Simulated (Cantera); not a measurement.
## Pyrogenic steam for wet oxidation

An isothermal, constant-pressure homogeneous reactor starts with H2 : O2 : N2 = 0.44 : 1 : 1.3 (molar parts), equivalence ratio 0.22, at 1250 K and 0.987 atm.

Detailed kinetics in Cantera: GRI-Mech 3.0 (53 species, 325 reactions). The temperature is held fixed by assumption; the heat of reaction is taken as removed at once.

```csv
t (s),x H2,x O2,x OH,x O,x HO2,x NO2,x N2O
1.00e-5,0.161,0.365,2.22e-6,3.57e-6,1.57e-6,<1e-12,1.60e-12
5.37e-5,0.00299,0.309,0.00192,0.00185,0.000137,1.64e-8,9.36e-8
0.000289,0.000141,0.309,0.000269,4.73e-5,1.20e-5,1.02e-7,1.22e-7
0.00155,3.96e-6,0.309,7.90e-5,3.37e-6,7.92e-7,9.48e-8,1.29e-7
0.00833,1.11e-7,0.310,2.80e-5,4.22e-7,9.72e-8,4.13e-8,1.31e-7
0.0447,1.84e-8,0.310,1.20e-5,7.84e-8,3.95e-8,2.60e-8,1.27e-7
0.240,1.09e-8,0.310,8.43e-6,3.91e-8,4.04e-8,3.80e-8,1.02e-7
1.29,1.09e-8,0.310,8.40e-6,3.88e-8,4.04e-8,3.83e-8,3.68e-8
6.93,1.09e-8,0.310,8.39e-6,3.88e-8,4.04e-8,3.83e-8,1.53e-8
37.2,1.09e-8,0.310,8.39e-6,3.88e-8,4.04e-8,3.83e-8,1.53e-8
200,1.09e-8,0.310,8.39e-6,3.88e-8,4.04e-8,3.84e-8,1.53e-8
```
x: mole fraction; the columns are a selection and need not sum to one.

Equilibrium at this temperature and pressure: H2 1.09e-8, O2 0.309, OH 8.39e-6, O 3.88e-8, HO2 4.04e-8, NO2 4.52e-6, N2O 1.53e-8 (gas phase only).
